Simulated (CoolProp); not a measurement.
Saturation properties of ammonia (Tc = 405.6 K, pc = 11.36 MPa, ω = 0.256).

Computed with CoolProp (reference Helmholtz-energy equation of state, Gao 2020).

| T (K) | p (MPa) | vapour density (kg/m³) | enthalpy of vaporisation (kJ/kg) | liquid viscosity (µPa s) | liquid conductivity (mW/(m K)) |
|---|---|---|---|---|---|
| 283.7 | 0.6265 | 4.955 | 1223 | 152 | 528 |
| 286.9 | 0.6984 | ___ | 1211 | 147 | 518 |
| 290.1 | 0.7765 | 6.089 | 1198 | 143 | 509 |
| 293.2 | 0.8584 | 6.708 | 1186 | 138 | ___ |
| 296.4 | 0.9497 | 7.399 | 1173 | 134 | 491 |
| 299.5 | 1.045 | 8.122 | 1160 | 130 | 482 |
| 302.7 | 1.151 | 8.928 | 1147 | 126 | ___ |
| 305.9 | 1.265 | 9.797 | 1133 | 122 | 464 |
| 309 | 1.383 | ___ | 1119 | 119 | 455 |
| 312.2 | 1.514 | 11.71 | ___ | 115 | 446 |

Task: Fill in the missing entries.

Result: 
- 286.9, vapour density (kg/m³): 5.499
- 293.2, liquid conductivity (mW/(m K)): 500
- 302.7, liquid conductivity (mW/(m K)): 473
- 309, vapour density (kg/m³): 10.70
- 312.2, enthalpy of vaporisation (kJ/kg): 1104

It boils at 239.8 K under 1 atm.

Viscosity comes from a separate model (Fenghour 1995). Thermal conductivity comes from a separate model (Tufeu 1984).
